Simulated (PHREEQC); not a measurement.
A made-up water analysis in mg/L, 25 °C, pH 6.84, pe 1.5:

```
constituent          mg/L
------------------  -----
Na                   4.33
K                      53
Ca                   7.48
Mg                   17.2
Cl                   34.2
S(6) as SO4         0.915
Alkalinity as HCO3    147
Fe(2)               0.135
F                    1.16
```

Valence states are taken as typed.

Model: ion-association model, phreeqc.dat, run in PHREEQC.

No solid was allowed to form.

Task: Order these C species by the share of C that they hold, largest first: HCO3-, MgHCO3+, CO2, CaHCO3+.

Result: HCO3- (76 %), CO2 (23 %), MgHCO3+ (0.47 %), CaHCO3+ (0.13 %)

The pH is 6.84 and the ionic strength 0.00426 mol/kgw. Fluoro complexes past AlF4- and FeF3 are missing from the database.
